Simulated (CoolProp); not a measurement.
Vapour-liquid equilibrium of m-xylene (1) + n-decane (2) at 471 K; x and y are mole fractions of (1).

Computed with CoolProp (multi-fluid Helmholtz-energy mixture model, Zhou 2012 and Lemmon 2006; pair parameters Bell 2016).

| x | bubble pressure, mixture model (MPa) | bubble pressure, Raoult's law (MPa) | y, mixture model | y, Raoult's law |
|---|---|---|---|---|
| 0.05 | 0.1898 | 0.1893 | 0.100 | 0.104 |
| 0.15 | 0.2116 | 0.2107 | 0.268 | 0.279 |
| 0.25 | 0.2329 | 0.2321 | 0.405 | 0.423 |
| 0.35 | 0.2539 | 0.2534 | 0.520 | 0.542 |
| 0.45 | 0.2747 | 0.2748 | 0.620 | 0.642 |
| 0.55 | 0.2956 | 0.2962 | 0.707 | 0.729 |
| 0.65 | 0.3166 | 0.3175 | 0.785 | 0.803 |
| 0.75 | 0.3379 | 0.3389 | 0.854 | 0.868 |
| 0.85 | 0.3595 | 0.3603 | 0.917 | 0.926 |
| 0.95 | 0.3813 | 0.3816 | 0.974 | 0.977 |

The largest gap from Raoult's law is +0.4 % in bubble pressure, at x = 0.15. No azeotrope shows between x = 0.05 and 0.95.

The pair parameters rest on a limited set of measurements; away from them the model extrapolates.
